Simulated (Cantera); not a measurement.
Feed: 1 mol TiO2, 1.1 mol CH4, 0.021 mol CO, 5.6 mol C, equilibrated at 1373 K and 10.0 mbar.

Equilibrium computed with Cantera from the NASA thermochemical tables; the gas is ideal and each condensed phase is pure. Candidate condensed phases: C, C6H6, C7H8, C8H18, H2O, Ti, TiC, TiO, TiO2, Ti2O3, Ti3O5, Ti4O7; 113 gas species. TiC: taken at fixed stoichiometry. The numbers say what is thermodynamically allowed, not how fast it happens.

Base state: H2 0.521, CO 0.479, H 2.40e-5, CH4 1.37e-5, H2O 1.17e-5 (mole fractions); condensed: C(graphite) + TiC(s).

### Question
What changes in the equilibrium state with this change: temperature from 1373 K to 2425 K?

### Answer
| species | before | after |
|---|---|---|
| CO | 0.479 | 0.451 |
| H2 | 0.521 | 0.429 |
| H | 2.40e-5 | 0.117 |
| Ti | <1e-9 | 6.60e-5 |
| C2H | <1e-9 | 5.57e-5 |
| C3 | <1e-9 | 1.49e-5 |
| C(graphite), mol | 3.70 | 3.67 |
| TiC(s), mol | 1.00 | 1.000 |
